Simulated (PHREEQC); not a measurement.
Make-up at 85 °C: 0.0046 mol/kgw KH2PO4. It is in equilibrium with CO2 at log p = -1 (atm). Otherwise closed; pH follows from the charge balance.

All values are PHREEQC results (ion-association model, wateq4f.dat), not measurements.

Each row changes one thing in this solution. This is a speciation only: nothing precipitates in the calculation.

```
case                                              pH  ionic strength (mol/kgw)  HCO3- (mol/kgw)  H3PO4 (mol/kgw)  HPO4-2 (mol/kgw)
----------------------------------------------  ----  ------------------------  ---------------  ---------------  ----------------
as made                                         4.66                   0.00464          2.61e-5          2.45e-5           2.18e-5
KH2PO4 replaced by Na3PO4 at the same molality  7.03                    0.0163          0.00646          4.22e-8           0.00261
KH2PO4 from 0.0046 to 0.0069 mol/kgw            4.66                   0.00696          2.63e-5          3.65e-5           3.41e-5
0.00057 mol/kgw TMAH added                      5.74                   0.00543         0.000316          1.93e-6          0.000256
diluted 10-fold with water                      4.65                  0.000485          2.40e-5          2.67e-6           1.81e-6
temperature from 85 to 50 °C                    4.55                   0.00464          3.87e-5          2.30e-5           1.44e-5
0.0062 mol/kgw Fe(NO3)3 added                   2.60                    0.0248          2.47e-7         0.000303           2.89e-8
temperature from 85 to 70 °C                    4.62                   0.00464          3.13e-5          2.39e-5           1.85e-5
```

Some of these states are supersaturated (in Strengite, Hematite (slow to form), for instance). H3PO4, which wateq4f.dat lacks, is added to it with the constant of phreeqc.dat. At this temperature some constants are extrapolated from 25 °C, and those without enthalpy data are left unchanged.
